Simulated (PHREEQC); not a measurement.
Dissolve 1.5 mol NaCl and 0.019 mol Na2B4O7 per kg of water at 20 °C. Closed to the air; pH follows from the charge balance.

Equilibrium calculation in PHREEQC: Pitzer model, pitzer.dat.

Each row changes one thing in this solution. This is a speciation only: nothing precipitates in the calculation.

```tsv
case	pH	ionic strength (mol/kgw)	SI of Halite (NaCl)
as made	8.78	1.54	-1.58
diluted 2-fold with water	8.90	0.769	-2.17
Na2B4O7 from 0.019 to 0.0019 mol/kgw	8.74	1.50	-1.59
NaCl from 1.5 to 3 mol/kgw	8.56	3.04	[?]
NaCl from 1.5 to 2.25 mol/kgw	[?]	[?]	-1.21
NaCl from 1.5 to 0.15 mol/kgw	9.09	[?]	-3.39
Na2B4O7 left out	6.92	1.50	-1.59
NaCl replaced by CaCl2 at the same molality	7.33	[?]	-2.66
diluted 10-fold with water	9.07	0.154	-3.46
```

Task: Some entries are withheld; supply them.

Result: 
- NaCl from 1.5 to 3 mol/kgw, SI of Halite (NaCl): -0.91
- NaCl from 1.5 to 2.25 mol/kgw, pH: 8.66
- NaCl from 1.5 to 2.25 mol/kgw, ionic strength (mol/kgw): 2.29
- NaCl from 1.5 to 0.15 mol/kgw, ionic strength (mol/kgw): 0.189
- NaCl replaced by CaCl2 at the same molality, ionic strength (mol/kgw): 4.48

In brines, pH and single-ion activities rest on the MacInnes convention.
